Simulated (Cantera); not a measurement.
Cantera run:

```python
import numpy as np
import cantera as ct

gas_names = [...]  # 113 gases of nasa_gas.yaml made of C, H, O, Ti
cond_names = """
    C(gr) C6H6(L) C7H8(L) C8H18(L),n-octa H2O(s) H2O(L) Ti(a) Ti(b) Ti(L) TiC(s) TiC(L) TiO(a) TiO(b)
    TiO(L) TiO2(ru) TiO2(L) Ti2O3(a) Ti2O3(b) Ti2O3(L) Ti3O5(a) Ti3O5(b) Ti3O5(L) Ti4O7(s) Ti4O7(L)
""".split()


# ... load() reads the species with a 1 bar reference pressure and builds the phases ...
atoms = {
    'Ti(OiPr)4': {'Ti': 1, 'C': 12, 'H': 28, 'O': 4},
    'H2': {'H': 2},
}
top_T = {'C(gr)': 4500}  # K; cautious upper limits of use, not melting points


# ... equilibrate(T, P, feed) seeds the gas with the atoms and calls Mixture.equilibrate('TP', solver="vcs", rtol=1e-11, max_steps=5000) ...
results = []
feed = {'Ti(OiPr)4': 1, 'H2': 120}  # mol
P = 39000  # Pa
for T in [1923, 1973, 2023, 2073, 2123, 2173, 2223, 2273]:
    mix = equilibrate(T, P, feed)
    results.append((T, P, feed, dict(zip(mix.species_names, mix.species_moles))))

top = {s: max(r[3][s] / sum(r[3][g] for g in gas_names) for r in results) for s in gas_names}
cols = sorted((s for s in top if top[s] > 0.001), key=lambda s: -top[s])[:5]
seen = [c for c in cond_names if any(r[3].get(c, 0) > 1e-12 for r in results)]
print("log10 of partial pressures in bar; condensed amounts in mol")
print(f"{'T/K':>10s}" + "".join(f"{s[:9]:>10s}" for s in cols + seen))
for T, P, feed, n in results:
    ng = sum(n[g] for g in gas_names)
    print(f"{T:10.4g}" + "".join(f"{np.log10(max(n[s] / ng * P / 1e5, 1e-99)):10.3f}" for s in cols)
          + "".join(f"{n.get(c, 0):10.4g}" for c in seen))
```

Output:

```
log10 of partial pressures in bar; condensed amounts in mol
       T/K        H2        CO         H C2H2,acet     C(gr)    TiC(s)
      1923    -0.423    -1.947    -3.237    -3.768     6.852         1
      1973    -0.423    -1.947    -3.081    -3.616     6.804         1
      2023    -0.423    -1.947    -2.933    -3.472     6.739         1
      2073    -0.424    -1.948    -2.792    -3.336     6.653         1
      2123    -0.425    -1.948    -2.658    -3.206      6.54         1
      2173    -0.426    -1.948    -2.529    -3.082     6.394         1
      2223    -0.427    -1.949    -2.407    -2.965     6.211         1
      2273    -0.429    -1.950    -2.290    -2.853     5.982         1
```

These are equilibrium values from Cantera (NASA tables, ideal gas, pure condensed phases), not measurements of a reactor. The feed counts by its element totals alone. TiC: taken at fixed stoichiometry.
